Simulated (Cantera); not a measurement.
Feed: 1 mol V₂O₅, 6 mol H₂, at 0.000280 bar.

These are equilibrium values from Cantera (NASA tables, ideal gas, pure condensed phases), not measurements of a reactor. Candidate condensed phases: H₂O, V, VO, V₂O₃, V₂O₄, V₂O₅; 12 gas species. Condensed phases not in the tables: the oxides between V₂O₃ and V₂O₅ other than VO₂. Equilibrium is a limit: real reactors are often held back by kinetics, nucleation or transport. All values below are at 1873 K.

Base state: H₂ 0.636, H₂O 0.303, H 0.0308, VO₂ 0.0288, OH 0.00114, VO 0.000169, O 4.16e-5 (mole fractions); condensed: V₂O₃(s).

Problem. What changes in the equilibrium state with this change: V₂O₅ replaced by V₂O₃?

Solution. 
```
species         before     after
------------  --------  --------
H₂               0.636     0.938
H               0.0308    0.0374
H₂O              0.303    0.0180
VO₂             0.0288   0.00579
O              4.16e-5   1.68e-6
OH             0.00114   5.56e-5
VO            0.000169  0.000843
V₂O₃(s), mol     0.909     0.853
VO(s), mol           0     0.252
```
Mutual solubility and eutectic melting of coexisting phases are not modelled. VO: taken at fixed stoichiometry.
